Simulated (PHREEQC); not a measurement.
A made-up water analysis in mg/L, 20 °C, pH 6.34, pe 12.1: Na 1880; K 5.2; Ca 628; Mg 554; Cl 5280; S(6) as SO4 283; Alkalinity as HCO3 137; O(0) (dissolved oxygen) 0.715.

Valence states are taken as typed.

Model: ion-association model, phreeqc.dat, run in PHREEQC.

Problem. The ionic strength comes out as 0.196 mol/kgw. What activity coefficients do Ca+2, NaSO4-, MgHCO3+, Cl-, K+ get?

Solution. Ca+2 0.33, NaSO4- 0.75, MgHCO3+ 0.72, Cl- 0.72, K+ 0.72.

Precipitation was switched off in this run.
